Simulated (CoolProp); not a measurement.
Aqueous methanol as a coolant, 33 % by mass, freezing at -29.3 °C, 1 atm.

Model: Melinder's fits for secondary coolants, in CoolProp.

```
T (°C)  cp (kJ/(kg K))  conductivity (W/(m K))  viscosity (mPa s)  Prandtl number
------  --------------  ----------------------  -----------------  --------------
-25.2            3.548                   0.388               12.5             114
-19.2            3.619                   0.392               8.96            82.8
-13.3            3.684                   0.396               6.64            61.8
-7.3             3.745                   0.400               5.02            47.0
-1.4             3.800                   0.403               3.89            36.7
4.6              3.849                   0.407               3.07            29.0
10.5             3.891                   0.411               2.48            23.5
16.5             3.926                   0.415               2.03            19.2
22.4             3.953                   0.419               1.69            15.9
28.4             3.971                   0.423               1.42            13.4
34.3             3.980                   0.428               1.22            11.3
```
